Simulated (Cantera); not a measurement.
# Ignition delay

Mixture: 7.39 % C3H8, 17.6 % O2, 66.1 % N2, 8.87 % H2O, at 750 Torr, adiabatic and at constant volume. Ignition delay is the time to a rise of 400 K.

Cantera simulation using GRI-Mech 3.0 (53 species, 325 reactions); the numbers are that mechanism's predictions, not measurements. GRI-Mech 3.0 was tuned for natural gas; its chemistry of propane as a main component is partial and can be far from experiment.

```csv
T0 (K),delay (ms)
1300,1.14
1400,0.273
1500,0.0912
1600,0.0398
1700,0.0212
1800,0.0131
1900,0.00896
```

| Property | Value |
|---|---|
| apparent activation energy between 1700 and 1900 K | 120 kJ/mol |
